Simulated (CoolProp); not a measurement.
n-octane along the isotherm 500.9 K: Z from the reference equation and from simpler models built on Tc = 568.7 K, pc = 2.484 MPa, ω = 0.398; each cubic takes its own stable root.

Model: reference Helmholtz-energy equation of state, Beckmüller 2019, in CoolProp.

```json
[
 {"p (MPa)": "2.48", "phase": "liquid", "reference": "0.1350"},
 {"p (MPa)": "4.97", "phase": "liquid", "reference": "0.2632"},
 {"p (MPa)": "7.45", "phase": "liquid", "reference": "0.3864"},
 {"p (MPa)": "9.93", "phase": "liquid", "reference": "0.5062"},
 {"p (MPa)": "12.4", "phase": "liquid", "reference": "0.6229"},
 {"p (MPa)": "14.9", "phase": "liquid", "reference": "0.7387"},
 {"p (MPa)": "17.4", "phase": "liquid", "reference": "0.8527"},
 {"p (MPa)": "19.9", "phase": "liquid", "reference": "0.9650"},
 {"p (MPa)": "22.4", "phase": "liquid", "reference": "1.076"},
 {"p (MPa)": "24.8", "phase": "liquid", "reference": "1.181"}
]
```

**Question.** How far does each simpler model (van der Waals, Peng-Robinson) lie from the reference over these 10 states: mean and median of the absolute difference, and the worst?

**Answer.** 
- van der Waals: mean 56.5 %, median 54.1 %, worst +71.6 % at 500.9 K and 2.48 MPa
- Peng-Robinson: mean 1.5 %, median 0.9 %, worst +5.1 % at 500.9 K and 2.48 MPa
